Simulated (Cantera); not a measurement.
Standard-state values (1 bar) from the NASA 1993 polynomials, evaluated with Cantera. Values are per mole of reaction as written; species without (g) are pure solids or liquids, kept so even where they would boil at 1 bar.

Problem. Between 300 and 1473 K, where is each reaction favourable under standard conditions?
- 2 Fe2O3 + 3 H2(g) + H2O2(g) = 4 Fe(OH)2

Solution. 
- 2 Fe2O3 + 3 H2(g) + H2O2(g) = 4 Fe(OH)2: ΔG° is -374 kJ at 300 K and 119 kJ at 1473 K; it changes sign between 1173 and 1273 K. ΔH° is -470 kJ and ΔS° -400 J/K at 1473 K.
